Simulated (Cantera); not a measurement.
Feed: 1 mol AlI3, 330 mol NH3, 11 mol N2, held at 17000 Pa.

Cantera equilibrium calculation (NASA polynomials, part measured and part estimated; ideal gas, pure solids and liquids). Candidate condensed phases: Al, AlI3, AlN, I2; 19 gas species. Kinetics and transport are ignored.

Task: At 2123 K, list the 4 most abundant gas species with their mole fractions, and the condensed phases.

Result: H2 0.728, N2 0.260, H 0.00742, I 0.00293. Condensed: gas only.
